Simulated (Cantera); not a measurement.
## Thermodynamics of abatement and gas-phase synthesis, feed N₂O + H₂O + O₂

A closed system holds: 1 mol N₂O, 0.051 mol H₂O, 0.96 mol O₂, equilibrated at 0.0975 Torr.

Cantera equilibrium calculation (NASA polynomials, part measured and part estimated; ideal gas, pure solids and liquids). Candidate condensed phases: H₂O; 24 gas species. Kinetics and transport are ignored.

| T (°C) | x O | x O₂ | x N₂ | x H | x H₂O | x NO | x OH | x N |
|---|---|---|---|---|---|---|---|---|
| 477 | <1e-12 | 0.581 | 0.398 | <1e-12 | 0.0203 | 9.48e-7 | 9.35e-10 | <1e-12 |
| 677 | 2.13e-9 | 0.581 | 0.398 | <1e-12 | 0.0203 | 2.07e-5 | 2.24e-7 | <1e-12 |
| 877 | 5.56e-7 | 0.581 | 0.398 | 6.56e-10 | 0.0203 | 0.000155 | 8.02e-6 | <1e-12 |
| 1077 | 2.82e-5 | 0.581 | 0.398 | 1.44e-7 | 0.0203 | 0.000640 | 9.97e-5 | <1e-12 |
| 1277 | 0.000523 | 0.580 | 0.397 | 7.96e-6 | 0.0200 | 0.00183 | 0.000643 | 1.16e-11 |
| 1477 | 0.00497 | 0.574 | 0.395 | 0.000174 | 0.0188 | 0.00409 | 0.00264 | 8.07e-10 |
| 1677 | 0.0294 | 0.551 | 0.387 | 0.00187 | 0.0150 | 0.00755 | 0.00735 | 2.35e-8 |
| 1877 | 0.118 | 0.476 | 0.365 | 0.0100 | 0.00698 | 0.0115 | 0.0123 | 3.58e-7 |
| 2077 | 0.323 | 0.312 | 0.320 | 0.0219 | 0.000928 | 0.0135 | 0.00875 | 3.31e-6 |
| 2277 | 0.566 | 0.122 | 0.272 | 0.0252 | 4.47e-5 | 0.0112 | 0.00292 | 2.11e-5 |
| 2477 | 0.685 | 0.0309 | 0.250 | 0.0251 | 1.97e-6 | 0.00741 | 0.000756 | 0.000105 |
| 2677 | 0.717 | 0.00739 | 0.245 | 0.0251 | 1.16e-7 | 0.00470 | 0.000208 | 0.000436 |
| 2877 | 0.724 | 0.00200 | 0.244 | 0.0250 | 9.55e-9 | 0.00308 | 6.52e-5 | 0.00152 |
x: gas mole fraction; nothing condenses.

From 477 °C to 2877 °C nothing is condensed.
